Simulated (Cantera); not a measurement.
**Reactions in the system H-O-Sr**

Standard-state values (1 bar) from the NASA 1993 polynomials, evaluated with Cantera. Values are per mole of reaction as written; species without (g) are pure solids or liquids, kept so even where they would boil at 1 bar.

2 H(g) + Sr + 2 O(g) = Sr(OH)₂

```json
[
 {"T (K)": "300", "ΔH° (kJ)": "-1903.3", "ΔS° (J/K)": "-509.7", "ΔG° (kJ)": "-1750.4", "log10 K": "304.77", "condensed phases": "Sr(s), Sr(OH)₂(s)"},
 {"T (K)": "1598", "ΔH° (kJ)": "-1861.7", "ΔS° (J/K)": "-473.2", "ΔG° (kJ)": "-1105.5", "log10 K": "36.13", "condensed phases": "Sr(l), Sr(OH)₂(l)"},
 {"T (K)": "1648", "ΔH° (kJ)": "-1859.9", "ΔS° (J/K)": "-472.1", "ΔG° (kJ)": "-1081.8", "log10 K": "34.29", "condensed phases": "Sr(l), Sr(OH)₂(l)"},
 {"T (K)": "1698", "ΔH° (kJ)": "-1858.0", "ΔS° (J/K)": "-471.0", "ΔG° (kJ)": "-1058.3", "log10 K": "32.55", "condensed phases": "Sr(l), Sr(OH)₂(l)"},
 {"T (K)": "1748", "ΔH° (kJ)": "-1856.1", "ΔS° (J/K)": "-469.9", "ΔG° (kJ)": "-1034.8", "log10 K": "30.92", "condensed phases": "Sr(l), Sr(OH)₂(l)"},
 {"T (K)": "1798", "ΔH° (kJ)": "-1854.2", "ΔS° (J/K)": "-468.8", "ΔG° (kJ)": "-1011.3", "log10 K": "29.38", "condensed phases": "Sr(l), Sr(OH)₂(l)"},
 {"T (K)": "1848", "ΔH° (kJ)": "-1852.3", "ΔS° (J/K)": "-467.8", "ΔG° (kJ)": "-987.9", "log10 K": "27.92", "condensed phases": "Sr(l), Sr(OH)₂(l)"},
 {"T (K)": "1898", "ΔH° (kJ)": "-1850.5", "ΔS° (J/K)": "-466.8", "ΔG° (kJ)": "-964.5", "log10 K": "26.54", "condensed phases": "Sr(l), Sr(OH)₂(l)"},
 {"T (K)": "1948", "ΔH° (kJ)": "-1848.6", "ΔS° (J/K)": "-465.8", "ΔG° (kJ)": "-941.2", "log10 K": "25.24", "condensed phases": "Sr(l), Sr(OH)₂(l)"}
]
```
